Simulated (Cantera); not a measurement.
A freely propagating, adiabatic, planar premixed flame of H2 : O2 : N2 = 1 : 0.294 : 1.11 (molar parts), equivalence ratio 1.7, unburnt at 500 K and 100.0 Torr; multicomponent+Soret transport, grid criteria slope 0.08 and curve 0.16, no radiation.

Model: the H2/O2 subset of GRI-Mech 3.0, which has no nitrogen chemistry, integrated in Cantera. Burning velocities carry a grid error of a few per cent, more on coarse grids.

Q: Predict: laminar burning velocity; thermal thickness; peak x(H2O2); peak x(H); peak x(HO2).

A: 
```json
{
  "laminar_burning_velocity": "479 cm/s",
  "thermal_thickness": "5.69 mm",
  "peak x(H2O2)": "2.62e-6",
  "peak x(H)": "0.125",
  "peak x(HO2)": "6.68e-5"
}
```
